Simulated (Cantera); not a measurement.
Mixture: CH4 : H2 : O2 : N2 = 1 : 0.16 : 1.22 : 4.6 (molar parts), equivalence ratio 1.7, at 585 Torr, adiabatic and at constant volume. Ignition delay is the time to a rise of 400 K.

Model: GRI-Mech 3.0 (53 species, 325 reactions), integrated in Cantera.

### Question
What does this change do: 0.31 parts H2O added?

### Answer
| quantity | before | after |
|---|---|---|
| delay at 1100 K | 49.9 ms | 52.1 ms |
| delay at 1200 K | 16.4 ms | 18.1 ms |
| delay at 1300 K | 5.55 ms | 6.27 ms |
| delay at 1400 K | 2.02 ms | 2.28 ms |
| delay at 1500 K | 0.815 ms | 0.905 ms |
| apparent activation energy between 1450 and 1550 K | 160 kJ/mol | 160 kJ/mol |
